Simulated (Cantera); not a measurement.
Charge: 1 mol Si3N4, 0.0039 mol H2O, 400 mol H2, at 4400 Pa.

Method: chemical equilibrium by Gibbs-energy minimisation in Cantera with the NASA 1993 tables (ideal gas, pure condensed phases). Candidate condensed phases: H2O, Si, SiO2, Si2N2O, Si3N4; 35 gas species. Mutual solubility and eutectic melting of coexisting phases are not modelled. Gases not in the tables: Si2H6 and higher silanes. Rates play no part.

Question: Which condensed phases are stable at each of these points (T (°C)): 1077, 1127, 1177, 1227, 1277, 1327, 1377, 1427, 1477, 1527?

Answer: 
| T (°C) | condensed phases | Si condensed (%) |
|---|---|---|
| 1077 | Si(s) + Si2N2O(s) + Si3N4(s) | 100.0 |
| 1127 | Si(s) + Si2N2O(s) + Si3N4(s) | 100.0 |
| 1177 | Si(s) + Si2N2O(s) + Si3N4(s) | 99.9 |
| 1227 | Si(s) + Si3N4(s) | 99.8 |
| 1277 | Si(s) + Si3N4(s) | 99.8 |
| 1327 | Si(s) | 99.8 |
| 1377 | Si(s) | 99.6 |
| 1427 | Si(l) | 99.4 |
| 1477 | Si(l) | 99.0 |
| 1527 | Si(l) | 98.2 |

From 1077 °C to 1177 °C the condensed part is Si(s) + Si2N2O(s) + Si3N4(s). From 1227 °C to 1277 °C the condensed part is Si(s) + Si3N4(s). From 1327 °C to 1377 °C the condensed part is Si(s). From 1427 °C to 1527 °C the condensed part is Si(l).
